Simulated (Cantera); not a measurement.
Charge: 1 mol Si, 0.37 mol H2O, 13 mol N2, at 29.0 Pa.

Equilibrium computed with Cantera from the NASA thermochemical tables; the gas is ideal and each condensed phase is pure. Candidate condensed phases: H2O, Si, SiO2, Si2N2O, Si3N4; 35 gas species. N2 is the only nitrogen source here; it is nearly inert below about 1500 K, so the nitride shown seldom forms there in practice. Mutual solubility and eutectic melting of coexisting phases are not modelled. The tables' values for SiN are old estimates; treat these amounts as uncertain. Equilibrium is a limit: real reactors are often held back by kinetics, nucleation or transport.

x: gas mole fraction; n: condensed amount in mol.

```json
[
 {"T (K)": "1075", "x N2": "0.971", "x H2": "0.0288", "x SiO": "1.61e-11", "x Si": "<1e-12", "n Si2N2O(s)": "0.370", "n Si3N4(s)": "0.0867", "n Si(s)": "0", "n Si(l)": "0"},
 {"T (K)": "1175", "x N2": "0.971", "x H2": "0.0288", "x SiO": "4.20e-9", "x Si": "?", "n Si2N2O(s)": "0.370", "n Si3N4(s)": "0.0867", "n Si(s)": "0", "n Si(l)": "0"},
 {"T (K)": "1275", "x N2": "0.971", "x H2": "0.0288", "x SiO": "4.52e-7", "x Si": "?", "n Si2N2O(s)": "0.370", "n Si3N4(s)": "0.0867", "n Si(s)": "0", "n Si(l)": "0"},
 {"T (K)": "1375", "x N2": "0.971", "x H2": "0.0288", "x SiO": "2.43e-5", "x Si": "?", "n Si2N2O(s)": "0.370", "n Si3N4(s)": "0.0868", "n Si(s)": "0", "n Si(l)": "0"},
 {"T (K)": "1475", "x N2": "0.970", "x H2": "0.0288", "x SiO": "0.000752", "x Si": "?", "n Si2N2O(s)": "0.360", "n Si3N4(s)": "0.0899", "n Si(s)": "0", "n Si(l)": "0"},
 {"T (K)": "1575", "x N2": "0.956", "x H2": "0.0281", "x SiO": "0.0150", "x Si": "?", "n Si2N2O(s)": "0.174", "n Si3N4(s)": "0.151", "n Si(s)": "0", "n Si(l)": "0"},
 {"T (K)": "1675", "x N2": "0.944", "x H2": "0.0263", "x SiO": "0.0269", "x Si": "?", "n Si2N2O(s)": "0", "n Si3N4(s)": "0", "n Si(s)": "0.608", "n Si(l)": "0"},
 {"T (K)": "1775", "x N2": "0.937", "x H2": "0.0253", "x SiO": "0.0267", "x Si": "?", "n Si2N2O(s)": "0", "n Si3N4(s)": "0", "n Si(s)": "0", "n Si(l)": "0.520"}
]
```

Question: Some entries are withheld; supply them.

Answer: 
- 1175, x Si: 2.36e-12
- 1275, x Si: 6.21e-10
- 1375, x Si: 7.19e-8
- 1475, x Si: 4.33e-6
- 1575, x Si: 0.000155
- 1675, x Si: 0.00150
- 1775, x Si: 0.00757
